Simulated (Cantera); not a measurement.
An adiabatic, constant-volume homogeneous reactor starts with CH4 : O2 : N2 = 1 : 5.88 : 30 (molar parts), at 1725 K and 101000 Pa. Integrator tolerance rtol = 1e-08.

Detailed kinetics in Cantera: GRI-Mech 3.0 (53 species, 325 reactions).

### Question
What does this change do: pressure from 101000 Pa to 1000000 Pa?

### Answer
```json
[
 {"quantity": "time of steepest temperature rise", "before": "0.194 ms", "after": "27.8 µs"},
 {"quantity": "temperature at 0.100 s", "before": "2370 K", "after": "2398 K"},
 {"quantity": "equilibrium temperature", "before": "2369 K", "after": "2398 K"},
 {"quantity": "x(CH4) at 0.100 s", "before": "<1e-12 (gas-phase equilibrium <1e-12)", "after": "<1e-12 (gas-phase equilibrium <1e-12)"},
 {"quantity": "x(O2) at 0.100 s", "before": "0.0974 (gas-phase equilibrium 0.0973)", "after": "0.0976 (gas-phase equilibrium 0.0976)"},
 {"quantity": "x(HCN) at 0.100 s", "before": "<1e-12 (gas-phase equilibrium <1e-12)", "after": "<1e-12 (gas-phase equilibrium <1e-12)"},
 {"quantity": "x(OH) at 0.100 s", "before": "0.00512 (gas-phase equilibrium 0.00510)", "after": "0.00322 (gas-phase equilibrium 0.00322)"},
 {"quantity": "x(NO) at 0.100 s", "before": "0.0121 (gas-phase equilibrium 0.0125)", "after": "0.0132 (gas-phase equilibrium 0.0132)"}
]
```
